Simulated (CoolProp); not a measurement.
The fluid at 298.15 K and 0.778 MPa flows at 0.72 m/s in a round tube of 50 mm bore and 0.25 µm roughness, fully developed (64/Re and Nu = 3.66 if laminar; Colebrook and Gnielinski if turbulent). The same conditions are run with several fluids, on thermodynamics alone (safety and materials aside).

Model: reference Helmholtz-energy equation of state of each fluid (propylene: Lemmon 2013; oxygen: Schmidt 1985; CF4 (R14): Platzer 1990; R13: Platzer 1990; sulfur hexafluoride: Guder 2009), in CoolProp. The equations of Platzer and Polt are older, rougher fits.

| fluid | Reynolds number | Darcy friction factor | pressure drop (Pa/m) | heat-transfer coefficient (W/(m² K)) | mass flow (kg/h) |
|---|---|---|---|---|---|
| propylene | 62500 | ___ | 1.55 | 49.6 | 76.6 |
| oxygen | 17600 | 0.0267 | 1.40 | ___ | 51.4 |
| CF4 (R14) | 58200 | 0.0202 | ___ | ___ | 145 |
| R13 | ___ | ___ | 3.40 | 44.2 | 180 |
| sulfur hexafluoride | 118000 | 0.0174 | ___ | ___ | 257 |

**Question.** Fill in the missing entries.

**Answer.** 
- propylene, Darcy friction factor: 0.0199
- oxygen, heat-transfer coefficient (W/(m² K)): 24.9
- CF4 (R14), pressure drop (Pa/m): 2.98
- CF4 (R14), heat-transfer coefficient (W/(m² K)): 40.3
- R13, Reynolds number: 88000
- R13, Darcy friction factor: 0.0185
- sulfur hexafluoride, pressure drop (Pa/m): 4.56
- sulfur hexafluoride, heat-transfer coefficient (W/(m² K)): 60.1

Transport values come from each fluid's own correlations; those of propylene, CF4 (R14), R13 are estimates that may be off by 10 % or more.
